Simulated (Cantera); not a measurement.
Equilibrium for roasting and sulfation: Fe2O3 + H2S + H2O

A closed system holds: 1 mol Fe2O3, 0.18 mol H2S, a varied amount of H2O, held at 1123.15 K and 1.00 bar.

These are equilibrium values from Cantera (NASA tables, ideal gas, pure condensed phases), not measurements of a reactor. Candidate condensed phases: Fe, FeO, Fe(OH)2, Fe(OH)3, FeS, FeSO4, FeS2, Fe2O3, Fe2(SO4)3, Fe3O4, H2O, H2SO4, S; 22 gas species. Mutual solubility and eutectic melting of coexisting phases are not modelled. FeS: taken at fixed stoichiometry. Gases not in the tables: S3 to S7. Equilibrium is a limit: real reactors are often held back by kinetics, nucleation or transport.

```json
[
 {"n(H2O) (mol)": "0.045", "x H2O": "0.636", "x SO2": "0.327", "x H2S": "0.0158", "x S2": "0.0169", "x H2": "0.00293", "x S2O": "0.00149", "x SO": "6.76e-5", "n FeS(s)": "0.0494", "n Fe3O4(s)": "0.650"},
 {"n(H2O) (mol)": "0.098", "x H2O": "0.681", "x SO2": "0.283", "x H2S": "0.0166", "x S2": "0.0151", "x H2": "0.00327", "x S2O": "0.00127", "x SO": "6.11e-5", "n FeS(s)": "0.0480", "n Fe3O4(s)": "0.651"},
 {"n(H2O) (mol)": "0.22", "x H2O": "0.749", "x SO2": "0.216", "x H2S": "0.0178", "x S2": "0.0121", "x H2": "0.00391", "x S2O": "0.000942", "x SO": "5.06e-5", "n FeS(s)": "0.0450", "n Fe3O4(s)": "0.652"},
 {"n(H2O) (mol)": "0.48", "x H2O": "0.824", "x SO2": "0.143", "x H2S": "0.0188", "x S2": "0.00875", "x H2": "0.00486", "x S2O": "0.000600", "x SO": "3.79e-5", "n FeS(s)": "0.0391", "n Fe3O4(s)": "0.654"},
 {"n(H2O) (mol)": "1", "x H2O": "0.883", "x SO2": "0.0857", "x H2S": "0.0192", "x S2": "0.00580", "x H2": "0.00608", "x S2O": "0.000341", "x SO": "2.65e-5", "n FeS(s)": "0.0278", "n Fe3O4(s)": "0.657"},
 {"n(H2O) (mol)": "2.3", "x H2O": "0.927", "x SO2": "0.0430", "x H2S": "0.0188", "x S2": "0.00334", "x H2": "0.00785", "x S2O": "0.000159", "x SO": "1.63e-5", "n FeS(s)": "0.00110", "n Fe3O4(s)": "0.666"},
 {"n(H2O) (mol)": "5.1", "x H2O": "0.960", "x SO2": "0.0226", "x H2S": "0.00905", "x S2": "0.000784", "x H2": "0.00780", "x S2O": "3.90e-5", "x SO": "8.24e-6", "n FeS(s)": "0", "n Fe3O4(s)": "0.667"}
]
```
x: gas mole fraction; n: condensed amount in mol.

From 0.045 mol H2O to 2.3 mol H2O the condensed part is FeS(s) + Fe3O4(s). At 5.1 mol H2O the condensed part is Fe3O4(s). The main Fe-bearing gas is Fe(OH)2 throughout.
